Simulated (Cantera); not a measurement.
An isothermal, constant-pressure homogeneous reactor starts with 40.8 % H2, 31.4 % O2, 26.7 % N2, 1.13 % H2O, equivalence ratio 0.65, at 950 K and 0.405 atm.

Cantera simulation using GRI-Mech 3.0 (53 species, 325 reactions); the numbers are that mechanism's predictions, not measurements. The temperature is held fixed by assumption; the heat of reaction is taken as removed at once.

One state of this run: x H2 = 0.00166; x O2 = 0.139; x NO = 4.75e-9; x OH = 2.07e-7; x HO2 = 1.10e-5. x: mole fraction; the columns are a selection and need not sum to one.

### Question
Which value of t (s) does it belong to?
(A) 6.00
(B) 2.40
(C) 0.0613
(D) 0.383

### Answer
B, 2.40
